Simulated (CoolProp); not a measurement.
Vapour-liquid equilibrium of m-xylene (1) + n-decane (2) at 1.94 kPa; x and y are mole fractions of (1).

Model: multi-fluid Helmholtz-energy mixture model, Zhou 2012 and Lemmon 2006; pair parameters Bell 2016, in CoolProp.

| x | bubble temperature (K) | y at the bubble point | dew temperature at overall composition x (K) | liquid density (mol/L) |
|---|---|---|---|---|
| 0.05 | 334.3 | 0.205 | 337.0 | 5.005 |
| 0.15 | 328.9 | 0.466 | 335.3 | … |
| 0.25 | 324.7 | … | 333.5 | 5.490 |
| 0.35 | 321.4 | 0.726 | … | 5.751 |
| 0.45 | 318.6 | 0.800 | 329.2 | 6.030 |
| 0.55 | 316.2 | 0.856 | 326.7 | 6.329 |
| 0.65 | … | 0.900 | 323.9 | 6.651 |
| 0.75 | 312.2 | 0.935 | … | 7.001 |
| 0.85 | 310.4 | 0.965 | … | 7.381 |
| 0.95 | … | 0.989 | 311.3 | … |

**Question.** Some entries are withheld; supply them.

**Answer.** 
- 0.15, liquid density (mol/L): 5.243
- 0.25, y at the bubble point: 0.622
- 0.35, dew temperature at overall composition x (K): 331.5
- 0.65, bubble temperature (K): 314.1
- 0.75, dew temperature at overall composition x (K): 320.5
- 0.85, dew temperature at overall composition x (K): 316.5
- 0.95, bubble temperature (K): 308.8
- 0.95, liquid density (mol/L): 7.796

No azeotrope shows between x = 0.05 and 0.95.

The pair parameters rest on a limited set of measurements; away from them the model extrapolates.
